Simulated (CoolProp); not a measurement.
A Linde-Hampson liquefier for ethylene: isothermal reversible compression at 300 K from 1 atm to 10 MPa, throttling to 1 atm, return gas leaving the recuperator 10 K below the feed. Each further row changes one setting.

The numbers come from the reference Helmholtz-energy equation of state, Smukala 2000 in CoolProp.

| case | liquid yield per pass | compression work (kJ/kg of gas) |
|---|---|---|
| as stated | (withheld) | 346 |
| high pressure 20 MPa | (withheld) | (withheld) |
| warm-end temperature 330 K | (withheld) | (withheld) |
| warm-end gap 15 K | (withheld) | 346 |

Question: Some entries are withheld; supply them.

Answer: 
- as stated, liquid yield per pass: 0.420
- high pressure 20 MPa, liquid yield per pass: 0.465
- high pressure 20 MPa, compression work (kJ/kg of gas): 373
- warm-end temperature 330 K, liquid yield per pass: 0.252
- warm-end temperature 330 K, compression work (kJ/kg of gas): 405
- warm-end gap 15 K, liquid yield per pass: 0.414
